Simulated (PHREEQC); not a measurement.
Solution (71 °C): 0.0012 mol/kgw CuSO4, 0.019 mol/kgw HCl and 0.057 mol/kgw NaCl. It is in equilibrium with CO2 at log p = -3.5 (atm). Otherwise closed; pH follows from the charge balance.

All values are PHREEQC results (ion-association model, phreeqc.dat), not measurements.

Problem. The ionic strength comes out as 0.0782 mol/kgw. What activity coefficients do NaSO4-, Na+, HSO4-, Cl-, Cu+2 get?

Solution. NaSO4- 0.79, Na+ 0.78, HSO4- 0.78, Cl- 0.77, Cu+2 0.40.

This is a speciation only: nothing precipitates in the calculation. Species that the database lacks are ignored. At this temperature some constants are extrapolated from 25 °C, and those without enthalpy data are left unchanged.
